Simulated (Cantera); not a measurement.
## Thermodynamics of aluminium nitride and oxide growth, feed Al(CH3)3 + H2O + N2

Feed: 1 mol Al(CH3)3, 2 mol H2O, 7.9 mol N2, equilibrated at 0.0100 bar.

Cantera equilibrium calculation (NASA polynomials, part measured and part estimated; ideal gas, pure solids and liquids). Candidate condensed phases: Al, AlN, Al2O3, C, C6H6, C7H8, C8H18, H2O; 148 gas species. The feed counts by its element totals alone. Mutual solubility and eutectic melting of coexisting phases are not modelled. Rates play no part.

From 648 K to 1348 K the condensed part is Al2O3(s) + C(graphite). At 1448 K the condensed part is AlN(s) + Al2O3(s) + C(graphite). From 1548 K to 1748 K the condensed part is AlN(s) + C(graphite).

```csv
T (K),x N2,x H2,x CO,x CH4,x H2O,n Al2O3(s),n C(graphite),n AlN(s)
648,0.565,0.365,0.00267,0.0364,0.0269,0.500,2.41,0
748,0.539,0.423,0.0206,0.00594,0.00841,0.500,2.57,0
848,0.532,0.434,0.0321,0.00121,0.00103,0.500,2.50,0
948,0.530,0.436,0.0334,0.000326,0.000141,0.500,2.50,0
1048,0.530,0.436,0.0335,0.000111,2.73e-5,0.500,2.50,0
1148,0.530,0.436,0.0336,4.53e-5,7.03e-6,0.500,2.50,0
1248,0.530,0.436,0.0336,2.12e-5,2.25e-6,0.500,2.50,0
1348,0.530,0.436,0.0336,1.11e-5,8.54e-7,0.500,2.50,0
1448,0.467,0.409,0.124,5.58e-6,1.29e-6,0.0105,1.03,0.979
1548,0.465,0.408,0.126,3.42e-6,6.31e-7,0,0.989,1.000
1648,0.465,0.408,0.126,2.23e-6,3.34e-7,0,0.980,1.000
1748,0.464,0.407,0.126,1.52e-6,1.90e-7,0,0.965,0.998
```
x: gas mole fraction; n: condensed amount in mol.
